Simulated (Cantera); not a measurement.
A closed system holds: 1 mol HMDSO, 0.92 mol O2, 200 mol N2, equilibrated at 1775 °C and 0.0150 bar.

These are equilibrium values from Cantera (NASA tables, ideal gas, pure condensed phases), not measurements of a reactor. Candidate condensed phases: C, C6H6, C7H8, C8H18, H2O, Si, SiC, SiO2, Si2N2O, Si3N4; 151 gas species. The feed counts by its element totals alone. Kinetics and transport are ignored.

Base state: N2 0.940, H2 0.0388, CO 0.0132, H 0.00360, HCN 0.00338, Si 0.000328, HNC 0.000209, SiO 0.000137 (mole fractions); condensed: C(graphite) + SiC(s).

What changes in the equilibrium state with this change: temperature from 1775 °C to 1652 °C?


```tsv
species	before	after
N2	0.940	0.942
H2	0.0388	0.0405
CO	0.0132	0.0133
H	0.00360	0.00157
SiO	0.000137	0.000103
SiC2	1.69e-5	1.37e-6
Si2C	1.10e-5	9.39e-7
Si	0.000328	4.77e-5
C2H2 (acetylene)	4.06e-5	1.86e-5
HNC	0.000209	0.000105
C(graphite), mol	0.507	0.734
SiC(s), mol	1.89	1.97
```

What changes in the equilibrium state with this change: temperature from 1775 °C to 252 °C?


```
species                before    after
-------------------  --------  -------
N2                      0.940    0.966
H2                     0.0388   0.0250
CH4                   8.44e-9  0.00927
CO                     0.0132    <1e-9
Si                   0.000328    <1e-9
H                     0.00360    <1e-9
HCN                   0.00338    <1e-9
HNC                  0.000209    <1e-9
C(graphite), mol        0.507     4.08
SiC(s), mol              1.89        0
SiO2(α-quartz), mol         0     1.23
Si2N2O(s), mol              0    0.387
```
N2 is the only nitrogen source here; it is nearly inert below about 1500 K, so the nitride shown seldom forms there in practice.

What changes in the equilibrium state with this change: O2 from 0.92 to 0.37 mol?


| species | before | after |
|---|---|---|
| N2 | 0.940 | 0.945 |
| H2 | 0.0388 | 0.0390 |
| CO | 0.0132 | 0.00815 |
| Si | 0.000328 | 0.000328 |
| SiO | 0.000137 | 8.46e-5 |
| C2H2 (acetylene) | 4.06e-5 | 4.08e-5 |
| HCN | 0.00338 | 0.00340 |
| C(graphite), mol | 0.507 | 1.58 |
| SiC(s), mol | 1.89 | 1.90 |
